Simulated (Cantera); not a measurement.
Input: 1 mol Si(CH3)4, 220 mol H2, 0.12 mol HCl, at 1852 °C and 56.0 mbar.

These are equilibrium values from Cantera (NASA tables, ideal gas, pure condensed phases), not measurements of a reactor. Candidate condensed phases: C, C6H6, C7H8, C8H18, Si, SiC; 109 gas species. Gases not in the tables: Si2H6 and higher silanes. Kinetics and transport are ignored.

Base state: H2 0.982, H 0.0152, C2H2 (acetylene) 0.00165, HCl 0.000520, Si 0.000263, SiH 3.17e-5, SiC2 1.88e-5, SiH2 1.72e-5 (mole fractions); condensed: C(graphite) + SiC(s).

Q: What changes in the equilibrium state with this change: temperature from 1852 °C to 1525 °C?

A: 
```tsv
species	before	after
H2	0.982	0.998
H	0.0152	0.00149
HCl	0.000520	0.000530
C2H2 (acetylene)	0.00165	0.000172
Si	0.000263	1.32e-6
SiC2	1.88e-5	1.90e-8
Si2C	1.18e-5	1.39e-8
SiH	3.17e-5	3.57e-7
SiH2	1.72e-5	7.04e-7
C(graphite), mol	2.31	2.91
SiC(s), mol	0.919	0.999
```
